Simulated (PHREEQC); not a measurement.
A solution holds 0.0012 mol CaSO4, 0.00027 mol NaHCO3 and 0.2 mol NaCl per kg of water, at 25 °C. Closed to the air; pH follows from the charge balance.

The numbers come from PHREEQC with the ion-association model, wateq4f.dat.

Task: The ionic strength comes out as 0.204 mol/kgw. What activity coefficients do CaHCO3+, SO4-2, NaCO3-, Na+, CO3-2 get?

Result: CaHCO3+ 0.76, SO4-2 0.29, NaCO3- 0.74, Na+ 0.74, CO3-2 0.31.

No solid was allowed to form. Species that the database lacks are ignored.
